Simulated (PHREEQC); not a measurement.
PHREEQC input (ion-association model, phreeqc.dat):

```
SOLUTION_MASTER_SPECIES
  Amm  AmmH+  0  AmmH  17.031  # ammonia with no redox link, constants of NH4+
SOLUTION_SPECIES
  AmmH+ = AmmH+
    -log_k 0
    -gamma 2.5 0
    -dw 1.98e-9
  AmmH+ = Amm + H+
    -log_k -9.252
    -delta_h 12.48 kcal
    -analytic 0.6322 -0.001225 -2835.76
    -dw 2.28e-9
  AmmH+ + SO4-2 = AmmHSO4-
    -log_k 1.11
PHASES
  Amm(g)
    Amm = Amm
    -log_k 1.7966
    -analytic -18.758 3.3670e-4 2.5113e3 4.8619 39.192
    -T_c 405.6
    -P_c 111.3
    -Omega 0.25
EXCHANGE_SPECIES
  AmmH+ + X- = AmmHX
    -log_k 0.6
    -gamma 2.5 0
    -delta_h -2.4
SOLUTION 0
  temp 25
  units mmol/kgw
  pH 7 charge
  Cl 194.01
  Ca 97
  O(0) 1 O2(g) -0.68
SOLUTION 1-40
  temp 25
  units mmol/kgw
  pH 7 charge
  Cl 6.11
  Amm 44.1
  S(6) 19
  O(0) 1 O2(g) -0.68
END
EXCHANGE 1-40
  X 0.41
  -equilibrate 1
END
SELECTED_OUTPUT 1
  -reset false
  -pH true
  -pe true
  -ionic_strength true
  -water true
  -step true
  -totals Amm Ca Cl S S(-2) S(6)
  -molalities AmmHX CaX2
  -saturation_indices Gypsum
PRINT
  -reset false
TRANSPORT
  -cells 40
  -shifts 279
  -lengths 0.005
  -time_step 300
  -dispersivities 0.007
  -boundary_conditions flux flux
  -correct_disp true
  -punch_cells 40
  -punch_frequency 9
END
```

Selected output (columns that matter, 21 of 32 rows; pore volumes added in front):

```
pore volumes	pH	mu	Amm	Ca	Cl	S	m_CaX2	si_Gypsum
0	5.1936	0.056068	0.0441	0	0.00611	0.019	0	-1000
0.4625	5.1925	0.056296	0.044382	0	0.0064629	0.018964	0	-1000
0.6875	5.1464	0.068034	0.058523	2.8786e-23	0.024189	0.017172	5.4995e-22	-20.728
1.1375	4.9525	0.15529	0.15395	4.5268e-07	0.1438	0.0050767	1.506e-06	-5.2443
1.3625	4.9178	0.18021	0.17963	6.2313e-05	0.17615	0.001806	0.0001557	-3.5955
1.8125	4.906	0.19595	0.18665	0.0030905	0.19255	0.00014756	0.0067646	-3.0175
2.0375	4.912	0.20169	0.17777	0.0079692	0.19364	3.7058e-05	0.017259	-3.2233
2.4875	4.9375	0.21902	0.14393	0.025025	0.19399	2.0253e-06	0.053702	-4.0391
2.7125	4.9552	0.22967	0.12267	0.035664	0.19401	4.5177e-07	0.076274	-4.5644
3.1625	4.9943	0.25044	0.081149	0.056425	0.19401	2.1214e-08	0.12006	-5.7412
3.6125	5.0313	0.26673	0.048555	0.072722	0.19401	9.4727e-10	0.15426	-7.014
3.8375	5.0471	0.27278	0.036466	0.078767	0.19401	1.9771e-10	0.16691	-7.6712
4.2875	5.0717	0.28119	0.019638	0.087181	0.19401	8.4679e-12	0.1845	-9.0104
4.5125	5.0806	0.28394	0.014139	0.08993	0.19401	1.7415e-12	0.19024	-9.6886
4.9625	5.0927	0.28746	0.0071104	0.093445	0.19401	7.3012e-14	0.19758	-11.056
5.1875	5.0965	0.28852	0.0049789	0.094511	0.19401	1.49e-14	0.19981	-11.743
5.6375	5.1013	0.28981	0.0023918	0.095804	0.19401	6.1753e-16	0.2025	-13.121
5.8625	5.1028	0.29019	0.0016435	0.096178	0.19401	1.2549e-16	0.20329	-13.812
6.3125	5.1044	0.29063	0.000765	0.096617	0.19401	5.1681e-18	0.2042	-15.196
6.5375	5.1049	0.29075	0.00051876	0.096741	0.19401	1.0477e-18	0.20446	-15.889
6.9875	5.1055	0.29089	0.00023615	0.096882	0.19401	4.2997e-20	0.20475	-17.276
```

Complexes and solids missing from the database can't appear.
